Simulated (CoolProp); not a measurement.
Vapour-liquid equilibrium of methane (1) + ethane (2) at 165.6 K; x and y are mole fractions of (1).

Model: multi-fluid Helmholtz-energy mixture model, Setzmann 1991 and Bücker 2006; pair parameters Kunz 2012, in CoolProp.

Give the bubble pressure and the first vapour's composition at x = 0.15, 0.25, 0.85. Is there an azeotrope?

x = 0.15: 350.5 kPa, y = 0.912; x = 0.25: 547.7 kPa, y = 0.946; x = 0.85: 1629 kPa, y = 0.991. No azeotrope shows between x = 0.05 and 0.95.

Pair parameters are fitted to limited data, so mixtures are less certain than the pure fluids. The gap from Raoult's law changes sign with composition, which may be real or a fault of the pair parameters; it wasn't checked against measurements.
